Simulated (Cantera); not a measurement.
Cantera run, input and output.

```python
import numpy as np
import cantera as ct

gas = ct.Solution("gri30.yaml")


def delay(T, t_max=10):
    gas.TPX = T, 500000, {'C3H8': 1, 'O2': 3.12, 'N2': 13.8}
    reactor = ct.IdealGasReactor(gas, clone=False)
    net = ct.ReactorNet([reactor])
    net.rtol, net.atol = 1e-8, 1e-16
    while net.time < t_max:
        t_old, T_old = net.time, reactor.T
        net.step()
        if reactor.T > T + 400:  # ignition: a rise of 400 K
            return t_old + (T + 400 - T_old) / (reactor.T - T_old) * (net.time - t_old)
    return np.nan


taus = []
for T in [1150, 1250, 1350, 1450, 1550, 1650]:
    taus.append(delay(T))
    print(f"T0 = {T:6g} K   tau = {taus[-1]:.4e} s")
```

It prints:

```
T0 =   1150 K   tau = 7.8205e-03 s
T0 =   1250 K   tau = 1.1180e-03 s
T0 =   1350 K   tau = 2.0933e-04 s
T0 =   1450 K   tau = 5.3998e-05 s
T0 =   1550 K   tau = 1.8729e-05 s
T0 =   1650 K   tau = 8.3002e-06 s
```

Model: GRI-Mech 3.0 (53 species, 325 reactions), integrated in Cantera. GRI-Mech 3.0 was tuned for natural gas; its chemistry of propane as a main component is partial and can be far from experiment.
